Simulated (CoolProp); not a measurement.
Vapour-liquid equilibrium of CH2F2 (R32) (1) + fluoroethane (R161) (2) at 0.417 MPa; x and y are mole fractions of (1).

The numbers come from the multi-fluid Helmholtz-energy mixture model, Tillner-Roth 1997 and Wu 2012; pair parameters Bell 2016 in CoolProp.

Q: Give the bubble temperature and the first vapour's composition at x = 0.2, 0.8, 0.95. Is there an azeotrope?

A: x = 0.2: 266.0 K, y = 0.323; x = 0.8: 256.2 K, y = 0.866; x = 0.95: 254.4 K, y = 0.968. No azeotrope shows between x = 0.05 and 0.95.

Pair parameters are fitted to limited data, so mixtures are less certain than the pure fluids.
